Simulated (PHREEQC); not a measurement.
0.015 g of hydrous ferric oxide (600 m²/g; 0.2 weak and 0.005 strong sites per Fe, Dzombak-Morel constants, diffuse double layer) in 1 kg of water with 0.1 mol/kgw of an inert sodium salt and 1.9e-05 mol CaCl2, at 25 °C; the pH is set by adding NaOH or the inert anion's acid. Oxygen is held at 0.21 atm. The system is closed to CO2. No solid was allowed to form.

Base run: PHREEQC, ion-association model, wateq4f.dat. Each further column changes one thing. The table gives surface charge σ (C/m²).

```csv
pH,base,background salt from 0.1 to 0.01 mol/kgw,oxide from 0.015 to 0.075 g/kgw,6.5e-06 mol/kgw Na2SO4 added
3,0.363,0.325,0.363,0.282
3.5,0.350,0.275,0.350,0.274
4.5,0.272,0.160,0.273,0.228
5,0.215,0.113,0.215,0.189
6,0.111,0.050,0.111,0.108
6.5,0.074,0.030,0.074,0.073
7.5,0.023,0.008,0.023,0.023
8,0.005,0.002,0.005,0.005
9,-0.028,-0.010,-0.029,-0.028
9.5,-0.043,-0.014,-0.049,-0.043
10.5,-0.061,-0.020,-0.111,-0.061
11,-0.066,-0.023,-0.155,-0.066
```

The oxide is taken as insoluble; below pH 4 it would dissolve.
